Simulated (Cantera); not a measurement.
Low-pressure radical oxidation in H2/O2

An isothermal, constant-pressure homogeneous reactor starts with H₂ : O₂ : N₂ : H₂O = 0.0067 : 1 : 4.1 : 0.37 (molar parts), at 900 K and 1330 Pa.

Cantera simulation using GRI-Mech 3.0 (53 species, 325 reactions); the numbers are that mechanism's predictions, not measurements. Radical loss at walls, strong at low pressure, is not modelled. Below about 950 K walls govern HO2 and H2O2 in real vessels.

```
t (s)         x H₂   x O₂   x H₂O₂     x HO₂      x OH       x O     x NO₂
--------  --------  -----  -------  --------  --------  --------  --------
6.00e-5    0.00122  0.183   <1e-12    <1e-12    <1e-12    <1e-12    <1e-12
0.000173   0.00122  0.183   <1e-12    <1e-12    <1e-12    <1e-12    <1e-12
0.000500   0.00122  0.183   <1e-12    <1e-12    <1e-12    <1e-12    <1e-12
0.00144    0.00122  0.183   <1e-12    <1e-12    <1e-12    <1e-12    <1e-12
0.00416    0.00122  0.183   <1e-12    <1e-12    <1e-12    <1e-12    <1e-12
0.0120     0.00122  0.183   <1e-12  1.45e-12  1.20e-12  1.67e-12    <1e-12
0.0346     0.00122  0.183   <1e-12  5.76e-12  1.11e-11  1.81e-11    <1e-12
0.1000     0.00122  0.183   <1e-12  4.75e-10   2.30e-9   3.86e-9    <1e-12
0.288     0.000432  0.182  6.30e-8   1.86e-6  0.000105  0.000204    <1e-12
0.832      1.27e-5  0.182  3.29e-8   3.61e-7   2.21e-5   1.09e-5  1.06e-12
2.40       1.06e-6  0.182  1.21e-8   5.54e-8   7.52e-6   1.18e-6  2.17e-12
6.93       1.03e-7  0.182  4.56e-9   1.06e-8   3.18e-6   2.07e-7  2.35e-12
20.0       1.48e-8  0.182  1.81e-9   2.61e-9   1.55e-6   4.92e-8  1.91e-12
```
x: mole fraction; the columns are a selection and need not sum to one.

Equilibrium at this temperature and pressure: H₂ 4.50e-12, O₂ 0.182, H₂O₂ 2.31e-12, HO₂ 3.99e-11, OH 3.10e-8, O 2.00e-11, NO₂ 1.05e-7 (gas phase only).
